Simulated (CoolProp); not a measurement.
Aqueous magnesium chloride as a coolant, at 1 °C, 1 atm.

Computed with CoolProp (Melinder's fits for secondary coolants).

```json
[
 {"mass %": "1", "freezing point (°C)": "-0.7", "viscosity (mPa s)": "1.86", "cp (kJ/(kg K))": "4.141", "density (kg/m³)": "1009", "Prandtl number": "13.7"},
 {"mass %": "3.2", "freezing point (°C)": "-1.9", "viscosity (mPa s)": "2.02", "cp (kJ/(kg K))": "3.991", "density (kg/m³)": "1028", "Prandtl number": "14.5"},
 {"mass %": "5.3", "freezing point (°C)": "-3.2", "viscosity (mPa s)": "2.14", "cp (kJ/(kg K))": "3.856", "density (kg/m³)": "1046", "Prandtl number": "14.9"},
 {"mass %": "7.5", "freezing point (°C)": "-5.2", "viscosity (mPa s)": "2.34", "cp (kJ/(kg K))": "3.722", "density (kg/m³)": "1066", "Prandtl number": "15.9"},
 {"mass %": "9.7", "freezing point (°C)": "-7.9", "viscosity (mPa s)": "2.65", "cp (kJ/(kg K))": "3.592", "density (kg/m³)": "1086", "Prandtl number": "17.5"},
 {"mass %": "11.8", "freezing point (°C)": "-11.0", "viscosity (mPa s)": "3.00", "cp (kJ/(kg K))": "3.473", "density (kg/m³)": "1105", "Prandtl number": "19.4"},
 {"mass %": "14", "freezing point (°C)": "-14.9", "viscosity (mPa s)": "3.37", "cp (kJ/(kg K))": "3.353", "density (kg/m³)": "1125", "Prandtl number": "21.3"},
 {"mass %": "16.2", "freezing point (°C)": "-19.3", "viscosity (mPa s)": "3.71", "cp (kJ/(kg K))": "3.239", "density (kg/m³)": "1145", "Prandtl number": "22.9"},
 {"mass %": "18.3", "freezing point (°C)": "-24.1", "viscosity (mPa s)": "4.12", "cp (kJ/(kg K))": "3.136", "density (kg/m³)": "1165", "Prandtl number": "24.8"},
 {"mass %": "20.5", "freezing point (°C)": "-30.2", "viscosity (mPa s)": "5.11", "cp (kJ/(kg K))": "3.035", "density (kg/m³)": "1187", "Prandtl number": "30.2"},
 {"mass %": "22.6", "freezing point (°C)": "-37.9", "viscosity (mPa s)": "8.23", "cp (kJ/(kg K))": "2.944", "density (kg/m³)": "1211", "Prandtl number": "47.9"},
 {"mass %": "24.8", "freezing point (°C)": "-48.9", "viscosity (mPa s)": "23.7", "cp (kJ/(kg K))": "2.852", "density (kg/m³)": "1238", "Prandtl number": "137"}
]
```
